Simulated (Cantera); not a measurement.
Mixture: CH3OH : O2 : N2 : H2O = 1 : 0.75 : 2.82 : 1.3 (molar parts), equivalence ratio 2.0, at 8.70 bar, adiabatic and at constant pressure. Ignition delay is the time to a rise of 400 K.

Computed with Cantera and GRI-Mech 3.0 (53 species, 325 reactions). GRI-Mech 3.0 was tuned for natural gas; its chemistry of methanol as a main component is partial and can be far from experiment. Where the delays flatten at high temperature, the 400 K rule measures the pace of heat release, not the induction time.

Problem. What does this change do: constant volume in place of constant pressure?

Solution. 
```
quantity                                               before       after
--------------------------------------------------  ---------  ----------
delay at 1225 K                                      0.711 ms    0.693 ms
delay at 1425 K                                       44.3 µs     40.8 µs
delay at 1625 K                                       6.80 µs     5.47 µs
delay at 1825 K                                       2.08 µs     1.35 µs
delay at 2025 K                                       1.07 µs    0.534 µs
apparent activation energy between 1925 and 2125 K  74 kJ/mol  120 kJ/mol
```

Problem. What does this change do: pressure from 8.70 bar to 10.0 bar?

Solution. 
```json
[
 {"quantity": "delay at 1225 K", "before": "0.711 ms", "after": "0.646 ms"},
 {"quantity": "delay at 1425 K", "before": "44.3 µs", "after": "39.9 µs"},
 {"quantity": "delay at 1625 K", "before": "6.80 µs", "after": "6.06 µs"},
 {"quantity": "delay at 1825 K", "before": "2.08 µs", "after": "1.83 µs"},
 {"quantity": "delay at 2025 K", "before": "1.07 µs", "after": "0.914 µs"},
 {"quantity": "apparent activation energy between 1925 and 2125 K", "before": "74 kJ/mol", "after": "80 kJ/mol"}
]
```

Problem. What does this change do: pressure from 8.70 bar to 3.20 bar?

Solution. 
```csv
quantity,before,after
delay at 1225 K,0.711 ms,1.46 ms
delay at 1425 K,44.3 µs,96.8 µs
delay at 1625 K,6.80 µs,16.3 µs
delay at 1825 K,2.08 µs,5.76 µs
delay at 2025 K,1.07 µs,3.97 µs
```
